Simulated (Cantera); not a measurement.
A closed system holds: 1 mol Si₃N₄, 0.024 mol O₂, 2.3 mol H₂, a varied amount of N₂O, held at 1150 K and 0.120 bar.

Equilibrium computed with Cantera from the NASA thermochemical tables; the gas is ideal and each condensed phase is pure. Candidate condensed phases: H₂O, Si, SiO₂, Si₂N₂O, Si₃N₄; 35 gas species. Mutual solubility and eutectic melting of coexisting phases are not modelled. The tables hold silica as quartz up to 1696 K and as liquid above; real silica turns to tridymite and cristobalite and melts near 1996 K. Equilibrium is a limit: real reactors are often held back by kinetics, nucleation or transport.

x: gas mole fraction; n: condensed amount in mol.

| n(N₂O) (mol) | x H₂ | x N₂ | x H₂O | x NH₃ | x H | n Si₂N₂O(s) | n Si₃N₄(s) | n SiO₂(β-quartz) |
|---|---|---|---|---|---|---|---|---|
| 0.055 | 0.963 | 0.0374 | 2.19e-10 | 5.34e-6 | 2.11e-7 | 0.103 | 0.931 | 0 |
| 0.079 | 0.950 | 0.0501 | 2.38e-10 | 6.06e-6 | 2.10e-7 | 0.127 | 0.915 | 0 |
| 0.11 | 0.934 | 0.0661 | 2.57e-10 | 6.79e-6 | 2.08e-7 | 0.158 | 0.895 | 0 |
| 0.16 | 0.909 | ? | 2.78e-10 | ? | 2.05e-7 | ? | 0.861 | 0 |
| 0.23 | 0.877 | ? | 2.97e-10 | 8.43e-6 | 2.02e-7 | ? | 0.815 | 0 |
| 0.33 | 0.835 | 0.165 | 3.12e-10 | 9.07e-6 | 1.97e-7 | 0.378 | 0.748 | 0 |
| 0.47 | 0.782 | 0.218 | 3.20e-10 | 9.45e-6 | 1.90e-7 | 0.518 | 0.655 | 0 |
| 0.68 | 0.714 | 0.286 | 3.20e-10 | 9.44e-6 | 1.82e-7 | 0.728 | 0.515 | 0 |
| 0.97 | 0.637 | 0.363 | 3.09e-10 | 8.96e-6 | 1.72e-7 | 1.02 | 0.321 | 0 |
| 1.4 | 0.550 | 0.450 | 2.87e-10 | 8.00e-6 | 1.60e-7 | 1.45 | 0.0347 | 0 |
| 2 | 0.462 | 0.538 | 5.32e-5 | 6.73e-6 | 1.46e-7 | 1.32 | 0 | 0.365 |
| 2.9 | 0.372 | 0.628 | 4.51e-5 | 5.26e-6 | 1.31e-7 | 1.02 | 0 | 0.965 |
| 4.1 | 0.295 | 0.704 | 3.73e-5 | 3.94e-6 | 1.17e-7 | 0.617 | 0 | 1.77 |

Q: Complete the blanks.

A: 
- 0.23, x N₂: 0.123
- 0.23, n Si₂N₂O(s): 0.278
- 0.16, x N₂: 0.0907
- 0.16, x NH₃: 7.64e-6
- 0.16, n Si₂N₂O(s): 0.208
